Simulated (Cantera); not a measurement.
Ignition delay

Mixture: 2.93 % CH4, 0.557 % C2H6, 3.81 % C3H8, 24.4 % O2, 68.3 % N2, at 0.340 bar, adiabatic and at constant pressure. Ignition delay is the time to a rise of 400 K.

Model: GRI-Mech 3.0 (53 species, 325 reactions), integrated in Cantera. GRI-Mech 3.0 was tuned for natural gas; its chemistry of propane as a main component is partial and can be far from experiment.

```tsv
T0 (K)	delay (ms)
1150	18.8
1250	2.96
1350	0.689
1450	0.232
1550	0.104
1650	0.0569
```

```
Item                                                    Result
--------------------------------------------------  ----------
apparent activation energy between 1450 and 1650 K  140 kJ/mol
```
